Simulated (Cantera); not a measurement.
A Cantera script and what it prints.

```python
import numpy as np
import cantera as ct

gas_names = """
    C CN C2 CCN CNC C2N2 C3 C4 C4N2 C5 N N2 Si SiC SiC2 SiN Si2 Si2C Si2N Si3
""".split()
cond_names = """
    C(gr) Si(cr) Si(L) SiC(b) Si3N4(a)
""".split()


# ... load() reads the species with a 1 bar reference pressure and builds the phases ...
atoms = {
    'SiC': {'Si': 1, 'C': 1},
    'Si': {'Si': 1},
    'N2': {'N': 2},
}
top_T = {'C(gr)': 4500, 'SiC(b)': 3050, 'Si3N4(a)': 2400}  # K; cautious upper limits of use, not melting points


# ... equilibrate(T, P, feed) seeds the gas with the atoms and calls Mixture.equilibrate('TP', solver="vcs", rtol=1e-11, max_steps=5000) ...
results = []
feed = {'SiC': 1, 'Si': 0.092, 'N2': 9.5}  # mol
T = 1675  # K
P = 1333.22  # Pa
mix = equilibrate(T, P, feed)
results.append((T, P, feed, dict(zip(mix.species_names, mix.species_moles))))
print(gas.report(threshold=1e-05))
for i in range(1, mix.n_phases):
    print(f"{mix.phase(i).name:16s} {mix.phase_moles(i):12.5e} mol")
```

Result:

```
       temperature   1675 K
          pressure   1333.2 Pa
           density   0.0026818 kg/m^3
  mean mol. weight   28.014 kg/kmol
   phase of matter   gas

                          1 kg             1 kmol
                     ---------------   ---------------
          enthalpy        1.5886e+06        4.4502e+07  J
   internal energy        1.0914e+06        3.0575e+07  J
           entropy             10053        2.8162e+05  J/K
    Gibbs function        -1.525e+07       -4.2721e+08  J
 heat capacity c_p            1259.4             35281  J/K
 heat capacity c_v            962.61             26967  J/K

                      mass frac. Y      mole frac. X     chem. pot. / RT
                     ---------------   ---------------   ---------------
                N2           0.99999           0.99999           -30.676
     [  +19 minor]        7.0347e-06        6.5256e-06

C(gr)             0.00000e+00 mol
Si(cr)            0.00000e+00 mol
SiC(b)            1.00000e+00 mol
Si3N4(a)          3.06457e-02 mol
```

Method: chemical equilibrium by Gibbs-energy minimisation in Cantera with the NASA 1993 tables (ideal gas, pure condensed phases). Mutual solubility and eutectic melting of coexisting phases are not modelled.
